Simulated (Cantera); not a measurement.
An adiabatic, constant-volume homogeneous reactor starts with CH4 : O2 : N2 : H2 = 1 : 5.88 : 30 : 0.42 (molar parts), at 1725 K and 760 Torr.

Computed with Cantera and GRI-Mech 3.0 (53 species, 325 reactions).

One state of this run: T (K) = 2428; P (bar) = 1.42; x CH4 = <1e-12; x O2 = 0.0902; x HCN = 1.46e-12; x OH = 0.00665; x NO = 0.0133. x: mole fraction; the columns are a selection and need not sum to one.

**Question.** Which value of t (s) does it belong to?
A) 0.100
B) 2.00e-6
C) 1.43e-5
D) 5.35e-6

**Answer.** A, 0.100
